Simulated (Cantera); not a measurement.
Input (Python, Cantera) and output of one run.

```python
import numpy as np
import cantera as ct

gas_names = """
    H H2 Pb Pb2
""".split()
cond_names = """
    Pb(cr) Pb(L)
""".split()


def load(file, names, dense=False):
    # The tables refer to 1 bar. Condensed volumes are neglected.
    table = {s.name: s for s in ct.Species.list_from_file(file)}
    out = []
    for n in names:
        d = dict(table[n].input_data)
        d["thermo"] = dict(d["thermo"], **{"reference-pressure": 1e5})
        if dense:
            d["equation-of-state"] = {"model": "constant-volume", "density": "1e6 g/cm^3"}
        out.append(ct.Species.from_dict(d))
    return out


gas = ct.Solution(thermo="ideal-gas", species=load("nasa_gas.yaml", gas_names))
cond = {s.name: ct.Solution(thermo="fixed-stoichiometry", species=[s], name=s.name)
        for s in load("nasa_condensed.yaml", cond_names, dense=True)}
atoms = {
    'Pb': {'Pb': 1},
    'H2': {'H': 2},
}
top_T = {}  # K; cautious upper limits of use, not melting points


def equilibrate(T, P, feed):
    n = {}
    for name, mol in feed.items():
        for a, k in atoms[name].items():
            n[a] = n.get(a, 0.0) + k * mol
    gas.TPX = T, P, n
    mass = sum(n.values()) * gas.mean_molecular_weight
    gas.equilibrate("TP")
    valid = [c for c in cond.values() if c.min_temp <= T <= top_T.get(c.name, c.max_temp)]
    mix = ct.Mixture([(gas, mass / gas.mean_molecular_weight)] + [(c, 0.0) for c in valid])
    mix.T, mix.P = T, P
    mix.equilibrate("TP", solver="vcs", rtol=1e-11, max_steps=5000)
    return mix


results = []
feed = {'Pb': 1, 'H2': 0.12}  # mol
for P in [10, 42, 180, 750, 3200, 13000, 56000, 240000, 1000000]:
    for T in [873, 923, 973, 1023, 1073, 1123, 1173, 1223, 1273, 1323, 1373, 1423]:
        mix = equilibrate(T, P, feed)
        results.append((T, P, feed, dict(zip(mix.species_names, mix.species_moles))))

for T, P, feed, n in results:
    print(f"{T:7g} {P:10.4g}  " + (" + ".join(c for c in cond_names if n.get(c, 0) > 1e-12) or "gas only"))
```

Result:

```
    873         10  Pb(L)
    923         10  Pb(L)
    973         10  Pb(L)
   1023         10  Pb(L)
   1073         10  Pb(L)
   1123         10  gas only
   1173         10  gas only
   1223         10  gas only
   1273         10  gas only
   1323         10  gas only
   1373         10  gas only
   1423         10  gas only
    873         42  Pb(L)
    923         42  Pb(L)
    973         42  Pb(L)
   1023         42  Pb(L)
   1073         42  Pb(L)
   1123         42  Pb(L)
   1173         42  gas only
   1223         42  gas only
   1273         42  gas only
   1323         42  gas only
   1373         42  gas only
   1423         42  gas only
    873        180  Pb(L)
    923        180  Pb(L)
    973        180  Pb(L)
   1023        180  Pb(L)
   1073        180  Pb(L)
   1123        180  Pb(L)
   1173        180  Pb(L)
   1223        180  Pb(L)
   1273        180  gas only
   1323        180  gas only
   1373        180  gas only
   1423        180  gas only
    873        750  Pb(L)
    923        750  Pb(L)
    973        750  Pb(L)
   1023        750  Pb(L)
   1073        750  Pb(L)
   1123        750  Pb(L)
   1173        750  Pb(L)
   1223        750  Pb(L)
   1273        750  Pb(L)
   1323        750  Pb(L)
   1373        750  Pb(L)
   1423        750  gas only
    873       3200  Pb(L)
    923       3200  Pb(L)
    973       3200  Pb(L)
   1023       3200  Pb(L)
   1073       3200  Pb(L)
   1123       3200  Pb(L)
   1173       3200  Pb(L)
   1223       3200  Pb(L)
   1273       3200  Pb(L)
   1323       3200  Pb(L)
   1373       3200  Pb(L)
   1423       3200  Pb(L)
    873    1.3e+04  Pb(L)
    923    1.3e+04  Pb(L)
    973    1.3e+04  Pb(L)
   1023    1.3e+04  Pb(L)
   1073    1.3e+04  Pb(L)
   1123    1.3e+04  Pb(L)
   1173    1.3e+04  Pb(L)
   1223    1.3e+04  Pb(L)
   1273    1.3e+04  Pb(L)
   1323    1.3e+04  Pb(L)
   1373    1.3e+04  Pb(L)
   1423    1.3e+04  Pb(L)
    873    5.6e+04  Pb(L)
    923    5.6e+04  Pb(L)
    973    5.6e+04  Pb(L)
   1023    5.6e+04  Pb(L)
   1073    5.6e+04  Pb(L)
   1123    5.6e+04  Pb(L)
   1173    5.6e+04  Pb(L)
   1223    5.6e+04  Pb(L)
   1273    5.6e+04  Pb(L)
   1323    5.6e+04  Pb(L)
   1373    5.6e+04  Pb(L)
   1423    5.6e+04  Pb(L)
    873    2.4e+05  Pb(L)
    923    2.4e+05  Pb(L)
    973    2.4e+05  Pb(L)
   1023    2.4e+05  Pb(L)
   1073    2.4e+05  Pb(L)
   1123    2.4e+05  Pb(L)
   1173    2.4e+05  Pb(L)
   1223    2.4e+05  Pb(L)
   1273    2.4e+05  Pb(L)
   1323    2.4e+05  Pb(L)
   1373    2.4e+05  Pb(L)
   1423    2.4e+05  Pb(L)
    873      1e+06  Pb(L)
    923      1e+06  Pb(L)
    973      1e+06  Pb(L)
   1023      1e+06  Pb(L)
   1073      1e+06  Pb(L)
   1123      1e+06  Pb(L)
   1173      1e+06  Pb(L)
   1223      1e+06  Pb(L)
   1273      1e+06  Pb(L)
   1323      1e+06  Pb(L)
   1373      1e+06  Pb(L)
   1423      1e+06  Pb(L)
```

Method: chemical equilibrium by Gibbs-energy minimisation in Cantera with the NASA 1993 tables (ideal gas, pure condensed phases).
